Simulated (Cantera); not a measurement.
## CuO + HF + O₂ (oxide etching and cleaning by halides)

A closed system holds: 1 mol CuO, 3.1 mol HF, 3.5 mol O₂, at 625 K.

Method: chemical equilibrium by Gibbs-energy minimisation in Cantera with the NASA 1993 tables (ideal gas, pure condensed phases). Candidate condensed phases: Cu, CuF₂, CuO, Cu(OH)₂, Cu₂O, H₂O; 27 gas species. The numbers say what is thermodynamically allowed, not how fast it happens.

At 1.00e-5 bar the condensed part is CuO(s). From 6.80e-5 bar to 1.00 bar the condensed part is CuF₂(s) + CuO(s).

```
P (Pa)  log p O₂  log p HF  log p H₂O  log p H₂F₂  log p CuF₂  log p H₃F₃  n CuO(s)  n CuF₂(s)
------  --------  --------  ---------  ----------  ----------  ----------  --------  ---------
1          -5.28     -5.33     -10.46      -14.13      -13.06        <-17     1.000          0
6.80       -4.44     -4.50      -8.80      -12.47      -13.06        <-16     1.000   0.000155
46         -3.61     -3.67      -7.14      -10.81      -13.06        <-15     0.999    0.00105
320        -2.77     -2.82      -5.45       -9.13      -13.06        <-14     0.993    0.00725
2200       -1.93     -2.00      -3.80       -7.47      -13.06      -13.05     0.952     0.0476
15000      -1.08     -1.21      -2.23       -5.90        <-12      -10.70     0.749      0.251
100000     -0.22     -0.55      -0.91       -4.58        <-12       -8.72     0.274      0.726
```
log p: log10 of the partial pressure in bar; n: condensed amount in mol.
